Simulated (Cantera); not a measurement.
Mixture: CH4 : C2H6 : O2 : N2 = 1 : 0.18 : 1.88 : 7.06 (molar parts), at 100000 Pa, adiabatic and at constant pressure. Ignition delay is the time to a rise of 400 K.

Computed with Cantera and GRI-Mech 3.0 (53 species, 325 reactions).

Q: Predict: delay at 1075 K; delay at 1275 K; delay at 1475 K; delay at 1675 K; delay at 1875 K; apparent activation energy between 1675 and 1875 K.

A: 
```
Property                                                 Value
--------------------------------------------------  ----------
delay at 1075 K                                        24.0 ms
delay at 1275 K                                        1.44 ms
delay at 1475 K                                       0.240 ms
delay at 1675 K                                        57.8 µs
delay at 1875 K                                        20.8 µs
apparent activation energy between 1675 and 1875 K  130 kJ/mol
```
